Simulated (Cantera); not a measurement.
An isothermal plug-flow reactor at 1200 K and 1.00 bar (inlet), inlet velocity 3.9 m/s, active area per volume 630 1/m; feed CH4 : O2 : N2 = 0.029 : 0.013 : 0.79 (molar parts), equivalence ratio 4.5.

Detailed kinetics in Cantera: Deutschmann's 1995 Pt surface mechanism with GRI-Mech 3.0 gas chemistry. Catalytic surfaces can have several steady states; this one follows from the mechanism file's or the stated starting coverage. Mass transfer to the wall is taken as infinitely fast.

Question: What does this change do: area per volume 630 to 330 1/m?

Answer: 
```csv
quantity,before,after
x(CH4) at z = 0.01 m,0.0164,0.0177
x(O2) at z = 0.01 m,0.00130,0.00180
x(H2O) at z = 0.01 m,0.0103,0.0105
x(CO2) at z = 0.01 m,1.99e-5,1.98e-5
x(CO) at z = 0.01 m,0.0177,0.0165
θ(free Pt) at the exit,0.177,0.278
θ(H*) at the exit,0.00244,0.00291
θ(CO*) at the exit,0.00244,0.00564
θ(C*) at the exit,0.819,0.714
```

Question: What does this change do: CH4 0.029 to 0.049 parts?

Answer: 
```tsv
quantity	before	after
x(CH4) at z = 0.01 m	0.0164	0.0419
x(O2) at z = 0.01 m	0.00130	0.00484
x(H2O) at z = 0.01 m	0.0103	0.00575
x(CO2) at z = 0.01 m	1.99e-5	2.22e-6
x(CO) at z = 0.01 m	0.0177	0.0145
θ(free Pt) at the exit	0.177	0.139
θ(H*) at the exit	0.00244	0.00209
θ(CO*) at the exit	0.00244	0.00125
θ(C*) at the exit	0.819	0.858
```

Question: What does this change do: CH4 0.029 to 0.018 parts?

Answer: 
| quantity | before | after |
|---|---|---|
| x(CH4) at z = 0.01 m | 0.0164 | 0.00103 |
| x(O2) at z = 0.01 m | 0.00130 | 1.68e-6 |
| x(H2O) at z = 0.01 m | 0.0103 | 0.00858 |
| x(CO2) at z = 0.01 m | 1.99e-5 | 0.00194 |
| x(CO) at z = 0.01 m | 0.0177 | 0.0184 |
| θ(free Pt) at the exit | 0.177 | 0.850 |
| θ(H*) at the exit | 0.00244 | 0.00602 |
| θ(CO*) at the exit | 0.00244 | 0.0586 |
| θ(C*) at the exit | 0.819 | 0.0857 |
